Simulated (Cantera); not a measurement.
Cantera run, input and output.

```python
import numpy as np
import cantera as ct

gas = ct.Solution("gri30.yaml")
gas.TPX = 1500, 1000000, {'CH4': 1, 'O2': 1.33, 'N2': 5.01, 'H2O': 1.5}
reactor = ct.IdealGasReactor(gas, energy="on", clone=False)
net = ct.ReactorNet([reactor])
net.rtol, net.atol = 1e-08, 1e-16
show = ['CH4', 'O2', 'H2O', 'NO', 'CH2CO']
times = np.geomspace(3e-06, 1, 12)

steps = ct.SolutionArray(gas, extra=["t"])
rows = []
print(f"{'t/s':>10s}{'T/K':>9s}{'P/Pa':>11s}" + "".join(f"{s:>11s}" for s in show))
for t in times:
    while net.time < t:
        t_next = net.step()
        steps.append(gas.state, t=t_next)
    rows.append([np.interp(t, steps.t, y) for y in (steps.T, steps.P, *steps(*show).X.T)])
    print(f"{t:10.3e}{rows[-1][0]:9.1f}{rows[-1][1]:11.4g}" + "".join(f"{x:11.3e}" for x in rows[-1][2:]))
rate = np.gradient(steps.T, steps.t)
print("integrator steps:", len(steps.t))
if steps.T.max() > steps.T[0] + 200:
    print(f"time of steepest temperature rise: {steps.t[rate.argmax()]:.4e} s")
gas.TPX = 1500, 1000000, {'CH4': 1, 'O2': 1.33, 'N2': 5.01, 'H2O': 1.5}
gas.equilibrate("UV")
print(f"equilibrium (UV): T = {gas.T:.1f} K  " + "  ".join(f"{s} {gas[s].X[0]:.3e}" for s in show))
```

Result:

```
       t/s      T/K       P/Pa        CH4         O2        H2O         NO      CH2CO
 3.000e-06   1500.0      1e+06  1.131e-01  1.504e-01  1.697e-01  1.029e-15  4.879e-15
 9.532e-06   1499.9      1e+06  1.131e-01  1.504e-01  1.697e-01  8.976e-15  4.189e-12
 3.029e-05   1500.3      1e+06  1.129e-01  1.503e-01  1.698e-01  9.881e-14  2.554e-09
 9.624e-05   1505.3  1.004e+06  1.117e-01  1.497e-01  1.706e-01  8.512e-13  3.036e-07
 3.058e-04   2839.2   2.05e+06  3.792e-11  4.682e-04  2.853e-01  1.957e-04  1.889e-13
 9.717e-04   2831.0  2.045e+06  4.043e-11  4.298e-04  2.846e-01  1.415e-03  1.965e-13
 3.087e-03   2831.0  2.045e+06  4.044e-11  4.297e-04  2.846e-01  1.419e-03  1.965e-13
 9.810e-03   2831.0  2.045e+06  4.044e-11  4.297e-04  2.846e-01  1.419e-03  1.965e-13
 3.117e-02   2831.0  2.045e+06  4.044e-11  4.297e-04  2.846e-01  1.419e-03  1.965e-13
 9.905e-02   2831.0  2.045e+06  4.044e-11  4.297e-04  2.846e-01  1.419e-03  1.965e-13
 3.147e-01   2831.0  2.045e+06  4.044e-11  4.297e-04  2.846e-01  1.419e-03  1.965e-13
 1.000e+00   2831.0  2.045e+06  4.044e-11  4.297e-04  2.846e-01  1.419e-03  1.965e-13
integrator steps: 2093
time of steepest temperature rise: 2.9403e-04 s
equilibrium (UV): T = 2831.0 K  CH4 4.622e-11  O2 4.297e-04  H2O 2.846e-01  NO 1.419e-03  CH2CO 2.150e-13
```

Model: GRI-Mech 3.0 (53 species, 325 reactions), integrated in Cantera.
